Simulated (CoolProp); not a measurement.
Vapour-liquid equilibrium of propane (1) + R236EA (2) at 341.9 K; x and y are mole fractions of (1).

Values from CoolProp's multi-fluid Helmholtz-energy mixture model, Lemmon 2009 and Rui 2013; pair parameters Bell 2016.

```json
[
 {"x": "0.05", "bubble pressure, mixture model (MPa)": "0.9770", "bubble pressure, Raoult's law (MPa)": "0.8470", "y, mixture model": "0.219", "y, Raoult's law": "0.149"},
 {"x": "0.2", "bubble pressure, mixture model (MPa)": "1.510", "bubble pressure, Raoult's law (MPa)": "1.112", "y, mixture model": "0.507", "y, Raoult's law": "0.454"},
 {"x": "0.35", "bubble pressure, mixture model (MPa)": "1.873", "bubble pressure, Raoult's law (MPa)": "1.377", "y, mixture model": "0.624", "y, Raoult's law": "0.642"},
 {"x": "0.5", "bubble pressure, mixture model (MPa)": "2.122", "bubble pressure, Raoult's law (MPa)": "1.641", "y, mixture model": "0.695", "y, Raoult's law": "0.769"},
 {"x": "0.65", "bubble pressure, mixture model (MPa)": "2.313", "bubble pressure, Raoult's law (MPa)": "1.906", "y, mixture model": "0.760", "y, Raoult's law": "0.861"},
 {"x": "0.8", "bubble pressure, mixture model (MPa)": "2.460", "bubble pressure, Raoult's law (MPa)": "2.171", "y, mixture model": "0.839", "y, Raoult's law": "0.930"},
 {"x": "0.95", "bubble pressure, mixture model (MPa)": "2.530", "bubble pressure, Raoult's law (MPa)": "2.436", "y, mixture model": "0.951", "y, Raoult's law": "0.984"}
]
```

The largest gap from Raoult's law is +36.0 % in bubble pressure, at x = 0.35. No azeotrope shows between x = 0.05 and 0.95.

Pair parameters are fitted to limited data, so mixtures are less certain than the pure fluids.
